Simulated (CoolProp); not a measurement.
o-xylene along the isobar 0.56 MPa: Z from the reference equation and from simpler models built on Tc = 630.3 K, pc = 3.737 MPa, ω = 0.312; each cubic takes its own stable root.

Model: reference Helmholtz-energy equation of state, Zhou 2012, in CoolProp.

```csv
T (K),phase,reference
451,liquid,0.02153
464.3,liquid,0.02133
477.6,liquid,0.02117
490.9,liquid,0.02107
504.3,gas,0.8629
517.6,gas,0.8778
530.9,gas,0.8902
544.2,gas,0.9007
557.5,gas,0.9096
570.8,gas,0.9174
```

Question: How far does each simpler model (Redlich-Kwong, Soave-Redlich-Kwong, Peng-Robinson) lie from the reference over these 10 states: mean and median of the absolute difference, and the worst?

Answer: 
- Redlich-Kwong: mean 820.2 %, median 3.4 %, worst +4108.4 % at 490.9 K and 0.56 MPa
- Soave-Redlich-Kwong: mean 6.5 %, median 2.2 %, worst +14.7 % at 490.9 K and 0.56 MPa
- Peng-Robinson: mean 0.7 %, median 0.6 %, worst +1.7 % at 504.3 K and 0.56 MPa

At some of these states Redlich-Kwong gives the other phase, because its saturation line lies elsewhere.
